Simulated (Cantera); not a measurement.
Cantera with NASA thermochemical tables; ideal gases at 1 bar, condensed phases pure. Values are per mole of reaction as written; species without (g) are pure solids or liquids, kept so even where they would boil at 1 bar.

Task: Between 300 and 2075 K, where is each reaction favourable under standard conditions?
- ZrO2(g) + 2 H(g) → 2 OH(g) + Zr

Result: 
- ZrO2(g) + 2 H(g) → 2 OH(g) + Zr: ΔG° is -42 kJ at 300 K and 140 kJ at 2075 K; it changes sign between 300 and 1375 K. ΔH° is -74 kJ and ΔS° -103 J/K at 2075 K.
